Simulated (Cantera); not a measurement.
An adiabatic, constant-pressure homogeneous reactor starts with 10.1 % CH4, 18.4 % O2, 69.0 % N2, 2.52 % H2O, equivalence ratio 1.1, at 1025 K and 7500 Torr.

Model: GRI-Mech 3.0 (53 species, 325 reactions), integrated in Cantera.

One state of this run: T (K) = 2640; x CH4 = <1e-12; x O2 = 0.00253; x H2O = 0.203; x NO2 = 7.92e-7; x C2H4 = <1e-12; x CO2 = 0.0669. x: mole fraction; the columns are a selection and need not sum to one.

Which value of t (s) does it belong to?
A) 0.00361
B) 0.392
C) 5.11e-6
D) 1.30e-5

B, 0.392
